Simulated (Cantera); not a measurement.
An isothermal, constant-pressure homogeneous reactor starts with NH3 : H2 : N2 = 1 : 0.2 : 0.016 (molar parts), at 2350 K and 1.01 bar.

Detailed kinetics in Cantera: the gas-phase N/H chemistry of the illustrative SiF4/NH3 mechanism in the Surface Chemkin manual (1991). Walls and surfaces, which speed up NH3 decomposition in real reactors, are not modelled.

One state of this run: x NH3 = 0.000117; x H2 = 0.757; x NH2 = 5.38e-6; x N2H2 = 1.61e-10; x N2 = 0.232; x N2H4 = 1.23e-12; x N = 9.36e-7. x: mole fraction; the columns are a selection and need not sum to one.

Which value of t (s) does it belong to?
(A) 0.0235
(B) 2.77
(C) 0.00217
(D) 0.0775

A, 0.0235
